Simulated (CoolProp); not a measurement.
n-octane at several states: Z from the reference equation and from simpler models built on Tc = 568.7 K, pc = 2484 kPa, ω = 0.398; each cubic takes its own stable root.

Computed with CoolProp (reference Helmholtz-energy equation of state, Beckmüller 2019).

```
T (K)  p (kPa)   phase  reference  Redlich-Kwong  Soave-Redlich-Kwong  Peng-Robinson
-----  -------  ------  ---------  -------------  -------------------  -------------
373.7     13.6     gas     0.9908         0.9940               0.9928         0.9925
391.2      254  liquid    0.01442        0.01773                    ?        0.01474
391.1     1190  liquid          ?              ?              0.07774        0.06880
312.1    13100  liquid          ?         0.9828               0.9551              ?
526.5     40.3     gas     0.9922         0.9931               0.9927         0.9920
421.6     1230  liquid    0.06778        0.08367              0.07845        0.06932
```

### Question
What belongs in the gaps?

### Answer

- 391.2, Soave-Redlich-Kwong: 0.01667
- 391.1, reference: 0.06737
- 391.1, Redlich-Kwong: 0.08239
- 312.1, reference: 0.8248
- 312.1, Peng-Robinson: 0.8518
